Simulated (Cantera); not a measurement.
Cantera with NASA thermochemical tables; ideal gases at 1 bar, condensed phases pure. Values are per mole of reaction as written; species without (g) are pure solids or liquids, kept so even where they would boil at 1 bar.

Problem. Between 1173 and 1623 K, where is each reaction favourable under standard conditions?
- PbS(g) + 3 H₂O(g) → 3 H₂(g) + PbO + SO₂(g)
- 3 PbO(g) + 3 SO₃(g) → 3 PbS + 4 O₃(g)
- SO₃(g) + 3 PbS(g) → 3 PbO + 2 S₂(g)

Solution. 
- PbS(g) + 3 H₂O(g) → 3 H₂(g) + PbO + SO₂(g): ΔG° is 176 kJ at 1173 K and 186 kJ at 1623 K; it stays positive (K < 1). ΔH° is 159 kJ and ΔS° -17 J/K at 1623 K.
- 3 PbO(g) + 3 SO₃(g) → 3 PbS + 4 O₃(g): ΔG° is 1516 kJ at 1173 K and 1588 kJ at 1623 K; it stays positive (K < 1). ΔH° is 1382 kJ and ΔS° -127 J/K at 1623 K.
- SO₃(g) + 3 PbS(g) → 3 PbO + 2 S₂(g): ΔG° is -26 kJ at 1173 K and 63 kJ at 1623 K; it changes sign between 1273 and 1323 K. ΔH° is -237 kJ and ΔS° -185 J/K at 1623 K.
